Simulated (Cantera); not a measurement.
Feed: 1 mol AlCl3, 13 mol N2O, 2.5 mol N2, held at 0.00133 bar.

Method: chemical equilibrium by Gibbs-energy minimisation in Cantera with the NASA 1993 tables (ideal gas, pure condensed phases). Candidate condensed phases: Al, AlCl3, AlN, Al2O3; 24 gas species. Condensed phases not in the tables: AlOCl. Rates play no part.

x: gas mole fraction; n: condensed amount in mol.

```json
[
 {"T (K)": "750", "x N2": "0.681", "x O2": "0.253", "x Cl": "1.91e-5", "x Cl2": "0.0659", "x NO": "8.18e-7", "x O": "<1e-12", "n Al2O3(s)": "0.500"},
 {"T (K)": "850", "x N2": "0.681", "x O2": "0.253", "x Cl": "0.000196", "x Cl2": "0.0658", "x NO": "4.59e-6", "x O": "1.02e-11", "n Al2O3(s)": "0.500"},
 {"T (K)": "950", "x N2": "0.681", "x O2": "0.253", "x Cl": "0.00124", "x Cl2": "0.0653", "x NO": "1.79e-5", "x O": "4.37e-10", "n Al2O3(s)": "0.500"},
 {"T (K)": "1050", "x N2": "0.679", "x O2": "0.252", "x Cl": "0.00545", "x Cl2": "0.0630", "x NO": "5.37e-5", "x O": "9.19e-9", "n Al2O3(s)": "0.500"},
 {"T (K)": "1150", "x N2": "0.675", "x O2": "0.250", "x Cl": "0.0178", "x Cl2": "0.0564", "x NO": "0.000133", "x O": "1.14e-7", "n Al2O3(s)": "0.500"},
 {"T (K)": "1250", "x N2": "0.666", "x O2": "0.247", "x Cl": "0.0440", "x Cl2": "0.0424", "x NO": "0.000281", "x O": "9.42e-7", "n Al2O3(s)": "0.500"},
 {"T (K)": "1350", "x N2": "0.654", "x O2": "0.242", "x Cl": "0.0798", "x Cl2": "0.0234", "x NO": "0.000530", "x O": "5.69e-6", "n Al2O3(s)": "0.500"},
 {"T (K)": "1450", "x N2": "0.644", "x O2": "0.239", "x Cl": "0.107", "x Cl2": "0.00895", "x NO": "0.000916", "x O": "2.69e-5", "n Al2O3(s)": "0.500"},
 {"T (K)": "1550", "x N2": "0.640", "x O2": "0.237", "x Cl": "0.118", "x Cl2": "0.00285", "x NO": "0.00148", "x O": "0.000104", "n Al2O3(s)": "0.500"},
 {"T (K)": "1650", "x N2": "0.639", "x O2": "0.236", "x Cl": "0.122", "x Cl2": "0.000923", "x NO": "0.00227", "x O": "0.000345", "n Al2O3(s)": "0.500"},
 {"T (K)": "1750", "x N2": "0.637", "x O2": "0.235", "x Cl": "0.123", "x Cl2": "…", "x NO": "…", "x O": "…", "n Al2O3(s)": "0.500"},
 {"T (K)": "1850", "x N2": "0.636", "x O2": "0.233", "x Cl": "0.123", "x Cl2": "…", "x NO": "…", "x O": "…", "n Al2O3(s)": "0.500"},
 {"T (K)": "1950", "x N2": "0.634", "x O2": "0.230", "x Cl": "0.123", "x Cl2": "5.50e-5", "x NO": "0.00625", "x O": "0.00593", "n Al2O3(s)": "0.500"}
]
```

What belongs in the gaps?


- 1850, x Cl2: 0.000128
- 1850, x NO: 0.00464
- 1850, x O: 0.00255
- 1750, x Cl2: 0.000328
- 1750, x NO: 0.00332
- 1750, x O: 0.000993
